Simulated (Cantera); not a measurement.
A Cantera script and its output.

```python
import numpy as np
import cantera as ct

gas = ct.Solution("gri30.yaml")


def delay(T, t_max=10):
    gas.TPX = T, 1700000, {'CH4': 1, 'O2': 1.33, 'N2': 4.4, 'H2O': 0.7}
    reactor = ct.IdealGasReactor(gas, clone=False)
    net = ct.ReactorNet([reactor])
    net.rtol, net.atol = 1e-8, 1e-16
    while net.time < t_max:
        t_old, T_old = net.time, reactor.T
        net.step()
        if reactor.T > T + 400:  # ignition: a rise of 400 K
            return t_old + (T + 400 - T_old) / (reactor.T - T_old) * (net.time - t_old)
    return np.nan


taus = []
for T in [1300, 1350, 1400, 1450, 1500, 1550, 1600, 1650, 1700]:
    taus.append(delay(T))
    print(f"T0 = {T:6g} K   tau = {taus[-1]:.4e} s")
```

Output:

```
T0 =   1300 K   tau = 9.1694e-04 s
T0 =   1350 K   tau = 5.5268e-04 s
T0 =   1400 K   tau = 3.3990e-04 s
T0 =   1450 K   tau = 2.1220e-04 s
T0 =   1500 K   tau = 1.3399e-04 s
T0 =   1550 K   tau = 8.5397e-05 s
T0 =   1600 K   tau = 5.4927e-05 s
T0 =   1650 K   tau = 3.5698e-05 s
T0 =   1700 K   tau = 2.3499e-05 s
```

Cantera simulation using GRI-Mech 3.0 (53 species, 325 reactions); the numbers are that mechanism's predictions, not measurements. The pressure lies above the range GRI-Mech 3.0 was tuned for (to about 10 atm).
